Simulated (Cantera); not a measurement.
Standard-state values (1 bar) from the NASA 1993 polynomials, evaluated with Cantera. Values are per mole of reaction as written; species without (g) are pure solids or liquids, kept so even where they would boil at 1 bar.

Problem. Between 300 and 650 K, where is each reaction favourable under standard conditions?
- 4 Cr + N₂(g) → 2 Cr₂N
- 3 H₂(g) + N₂(g) → 2 NH₃(g)

Solution. 
- 4 Cr + N₂(g) → 2 Cr₂N: ΔG° is -204 kJ at 300 K and -152 kJ at 650 K; it stays negative (K > 1). ΔH° is -245 kJ and ΔS° -144 J/K at 650 K.
- 3 H₂(g) + N₂(g) → 2 NH₃(g): ΔG° is -32 kJ at 300 K and 43 kJ at 650 K; it changes sign between 450 and 500 K. ΔH° is -104 kJ and ΔS° -226 J/K at 650 K.
